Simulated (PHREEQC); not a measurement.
# Spent oxide etchant: speciation

Make-up at 20 °C: 1.3 mmol/kgw NH4HF2, 70 mmol/kgw (NH4)2SiF6, 4.1 mmol/kgw HBF4 and 0.063 mmol/kgw H2SO4. Closed to the air; pH follows from the charge balance.

All values are PHREEQC results (ion-association model, phreeqc.dat), not measurements.

Each row changes one thing in this solution. No solid was allowed to form.

```tsv
case	pH	ionic strength (mol/kgw)	HF (mol/kgw)	F- (mol/kgw)	H4SiO4 (mol/kgw)	HF2- (mol/kgw)	SI of Quartz (SiO2)
as made	2.53	0.215	0.00389	0.00143	9.98e-5	2.03e-5	+0.08
H2SO4 left out	2.54	0.215	0.00387	0.00145	9.89e-5	2.05e-5	+0.08
diluted 10-fold with water	3.05	0.0218	0.00168	0.00162	0.000349	1.00e-5	___
HBF4 left out	3.12	0.212	0.00197	0.00285	0.000378	2.06e-5	+0.66
diluted 5-fold with water	2.95	0.0433	0.00206	0.00163	0.000286	1.24e-5	+0.52
NH4HF2 from 0.0013 to 0.00117 mol/kgw	2.52	0.215	0.00384	0.00139	0.000111	1.95e-5	+0.12
NH4HF2 replaced by Na2SiF6 at the same molality	2.48	0.218	0.00349	0.00114	___	1.45e-5	+0.47
temperature from 20 to 90 °C	2.93	0.210	0.0158	0.00384	0.00260	0.000247	+0.63
0.0071 mol/kgw NaHCO3 added	3.45	0.219	0.00185	0.00562	___	3.78e-5	+0.18
```

Problem. Complete the blanks.

Solution. 
- diluted 10-fold with water, SI of Quartz (SiO2): +0.60
- NH4HF2 replaced by Na2SiF6 at the same molality, H4SiO4 (mol/kgw): 0.000243
- 0.0071 mol/kgw NaHCO3 added, H4SiO4 (mol/kgw): 0.000127

Complexes and solids missing from the database can't appear. Some of these states are supersaturated (in Quartz (slow to form), Chalcedony (slow to form), for instance). At this temperature some constants are extrapolated from 25 °C, and those without enthalpy data are left unchanged. SiF6-2 is the database's only silicon fluoride. Real BF4- forms and hydrolyses slowly; the run takes it at equilibrium.
